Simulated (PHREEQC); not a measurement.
PHREEQC input (ion-association model, wateq4f.dat):

```
SOLUTION_MASTER_SPECIES
  An  An-  0  An  62.0  # stands for a non-complexing anion
SOLUTION_SPECIES
  An- = An-
    -log_k 0
    -gamma 3.0 0
PHASES
  Fix_H+
    H+ = H+
    -log_k 0
SOLUTION 1
  temp 25
  units mmol/kgw
  pH 7 charge
  Na 100
  An 100
END
SELECTED_OUTPUT 1
  -reset false
  -pH true
  -pe true
  -ionic_strength true
  -water true
  -totals Na
  -molalities Hfo_wOH Hfo_wOH2+ Hfo_wO- Hfo_sOH Hfo_sOH2+ Hfo_sO-
USER_PUNCH 1
  -headings sigma psi
  10 PUNCH EDL("sigma", "Hfo"), EDL("psi", "Hfo")
PRINT
  -reset false
USE solution 1
SURFACE 1
  Hfo_wOH 0.00103371 600 0.46
  Hfo_sOH 2.58427e-05
EQUILIBRIUM_PHASES 1
  Fix_H+ -3 HAn 10
    -force_equality true
  O2(g) -0.68 10
END
# ... the last block is repeated for the other 16 points of pH, with NaOH or the acid as the point needs
```

Selected output (columns that matter, 17 of 17 rows; pH added in front):

```
pH	mu	Na	m_Hfo_wOH	m_Hfo_wOH2+	m_Hfo_wO-	m_Hfo_sOH	m_Hfo_sOH2+	m_Hfo_sO-	sigma	psi
3	0.10173	0.1	1.9718e-05	0.001014	8.7841e-09	4.9295e-07	2.535e-05	2.196e-10	0.36336	0.15255
3.38	0.10101	0.1	4.4263e-05	0.0009894	4.5364e-08	1.1066e-06	2.4735e-05	1.1341e-09	0.35454	0.15148
3.75	0.1007	0.1	9.022e-05	0.00094329	1.9768e-07	2.2555e-06	2.3582e-05	4.9419e-09	0.33796	0.14911
4.12	0.10054	0.1	0.00016501	0.00086798	7.1868e-07	4.1253e-06	2.1699e-05	1.7967e-08	0.31079	0.14487
4.5	0.10043	0.1	0.0002686	0.00076294	2.1663e-06	6.715e-06	1.9074e-05	5.4158e-08	0.27263	0.13822
4.88	0.10034	0.1	0.0003847	0.00064374	5.2667e-06	9.6176e-06	1.6093e-05	1.3167e-07	0.2288	0.12934
5.25	0.10027	0.1	0.00049366	0.0005295	1.0544e-05	1.2342e-05	1.3238e-05	2.6359e-07	0.18597	0.11888
5.62	0.10021	0.1	0.00058767	0.00042754	1.8505e-05	1.4692e-05	1.0688e-05	4.6262e-07	0.14658	0.10696
6	0.10016	0.1	0.00066355	0.00034054	2.962e-05	1.6589e-05	8.5134e-06	7.405e-07	0.11142	0.093449
6.38	0.10012	0.1	0.00071817	0.00027213	4.3419e-05	1.7954e-05	6.8031e-06	1.0855e-06	0.081958	0.078764
6.75	0.10008	0.1	0.00075349	0.0002215	5.8721e-05	1.8837e-05	5.5374e-06	1.468e-06	0.058332	0.063398
7.12	0.10006	0.1	0.00077513	0.00018362	7.496e-05	1.9378e-05	4.5905e-06	1.874e-06	0.038939	0.047056
7.5	0.10003	0.1	0.00078731	0.00015449	9.1917e-05	1.9683e-05	3.8622e-06	2.2979e-06	0.022422	0.029416
7.88	0.10001	0.1	0.00079268	0.00013186	0.00010916	1.9817e-05	3.2966e-06	2.729e-06	0.0081357	0.011179
8.25	0.10001	0.10002	0.0007932	0.00011337	0.00012713	1.983e-05	2.8343e-06	3.1784e-06	-0.0049318	-0.0068101
8.62	0.10003	0.10006	0.00078927	9.6405e-05	0.00014803	1.9732e-05	2.4101e-06	3.7008e-06	-0.0185	-0.024661
9	0.10006	0.10011	0.00077916	7.9408e-05	0.00017514	1.9479e-05	1.9852e-06	4.3785e-06	-0.034306	-0.042488
```

The oxide is taken as insoluble; below pH 4 it would dissolve.
